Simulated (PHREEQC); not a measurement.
# Acid rinse or clean (model solution)

A solution holds 0.046 mol HBr, 0.0029 mol AlCl3 and 0.0044 mol KCl per kg of water, at 19 °C. Closed to the air; pH follows from the charge balance.

Computed with PHREEQC (ion-association model, phreeqc.dat).

| Item | Value |
|---|---|
| pH | 1.41 |
| ionic strength | 0.0678 mol/kgw |
| specific conductance | 15800 µS/cm |
| density | 1.002 g/cm³ |
| total alkalinity | -46.0 meq/kg |

| species | molality | activity | log γ |
|---|---|---|---|
| H+ | 0.0460 | 0.0388 | -0.074 |
| Br- | 0.0460 | 0.0362 | -0.105 |
| Cl- | 0.0131 | 0.0104 | -0.099 |
| K+ | 0.00440 | 0.00349 | -0.100 |
| Al+3 | 0.00290 | 0.000621 | -0.669 |
| AlOH+2 | 2.45e-7 | 1.07e-7 | -0.360 |

This is a speciation only: nothing precipitates in the calculation.
